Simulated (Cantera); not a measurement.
A closed system holds: 1 mol PbO, 0.048 mol CO, 8 mol N2, at 752 °C and 0.900 Torr.

These are equilibrium values from Cantera (NASA tables, ideal gas, pure condensed phases), not measurements of a reactor. Candidate condensed phases: C, Pb, PbO, PbO2, Pb3O4; 27 gas species. Kinetics and transport are ignored.

Base state: N2 0.988, Pb 0.00593, CO2 0.00593, PbO 0.000571 (mole fractions); condensed: PbO(yellow).

Task: What changes in the equilibrium state with this change: 0.18 mol O2 added?

Result: 
```csv
species,before,after
N2,0.988,0.975
O2,1.61e-8,0.0190
CO2,0.00593,0.00585
Pb,0.00593,5.46e-6
PbO,0.000571,0.000571
NO,1.27e-8,1.37e-5
"PbO(yellow), mol",0.947,0.995
```
